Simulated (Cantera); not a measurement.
A closed system holds: 1 mol Ta(OEt)5, 0.18 mol H2O, 1.6 mol CO2, equilibrated at 3.00e-5 bar.

Method: chemical equilibrium by Gibbs-energy minimisation in Cantera with the NASA 1993 tables (ideal gas, pure condensed phases). Candidate condensed phases: C, C6H6, C7H8, C8H18, H2O, Ta, TaC, Ta2O5; 113 gas species. The feed counts by its element totals alone. TaC: taken at fixed stoichiometry. Condensed phases not in the tables: Ta2C. The numbers say what is thermodynamically allowed, not how fast it happens.

### Question
At 1875 K, list the 4 most abundant gas species with their mole fractions, and the condensed phases.

### Answer
H2 0.532, CO 0.381, H 0.0873, C2H2 (acetylene) 0.000169. Condensed: C(graphite) + TaC(s).
